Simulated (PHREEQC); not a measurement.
0.024 g of hydrous ferric oxide (600 m²/g; 0.2 weak and 0.005 strong sites per Fe, Dzombak-Morel constants, diffuse double layer) in 1 kg of water with 0.1 mol/kgw of an inert sodium salt and 1.8e-07 mol/kgw NaF and 8.1e-08 mol/kgw ZnCl2, at 25 °C; the pH is set by adding NaOH or the inert anion's acid. Oxygen is held at 0.21 atm. CO2 from the air is kept out. Precipitation was switched off in this run.

The numbers come from PHREEQC with the ion-association model, wateq4f.dat.

```json
[
 {"pH": "3", "F sorbed (%)": "15.9", "Zn sorbed (%)": "0.0", "surface charge σ (C/m²)": "0.363", "surface potential ψ (mV)": "153"},
 {"pH": "3.75", "F sorbed (%)": "23.0", "Zn sorbed (%)": "0.0", "surface charge σ (C/m²)": "0.338", "surface potential ψ (mV)": "149"},
 {"pH": "4.12", "F sorbed (%)": "22.5", "Zn sorbed (%)": "0.0", "surface charge σ (C/m²)": "0.310", "surface potential ψ (mV)": "145"},
 {"pH": "4.88", "F sorbed (%)": "15.7", "Zn sorbed (%)": "0.1", "surface charge σ (C/m²)": "0.229", "surface potential ψ (mV)": "129"},
 {"pH": "5.25", "F sorbed (%)": "11.5", "Zn sorbed (%)": "0.5", "surface charge σ (C/m²)": "0.186", "surface potential ψ (mV)": "119"},
 {"pH": "6", "F sorbed (%)": "4.9", "Zn sorbed (%)": "8.5", "surface charge σ (C/m²)": "0.111", "surface potential ψ (mV)": "93"},
 {"pH": "6.75", "F sorbed (%)": "1.6", "Zn sorbed (%)": "64.7", "surface charge σ (C/m²)": "0.058", "surface potential ψ (mV)": "63"},
 {"pH": "7.12", "F sorbed (%)": "0.8", "Zn sorbed (%)": "89.1", "surface charge σ (C/m²)": "0.039", "surface potential ψ (mV)": "47"},
 {"pH": "7.88", "F sorbed (%)": "0.2", "Zn sorbed (%)": "99.5", "surface charge σ (C/m²)": "0.008", "surface potential ψ (mV)": "11"},
 {"pH": "8.25", "F sorbed (%)": "0.1", "Zn sorbed (%)": "99.9", "surface charge σ (C/m²)": "-0.005", "surface potential ψ (mV)": "-7"},
 {"pH": "9", "F sorbed (%)": "0.0", "Zn sorbed (%)": "100.0", "surface charge σ (C/m²)": "-0.034", "surface potential ψ (mV)": "-42"}
]
```

The oxide is taken as insoluble; below pH 4 it would dissolve.
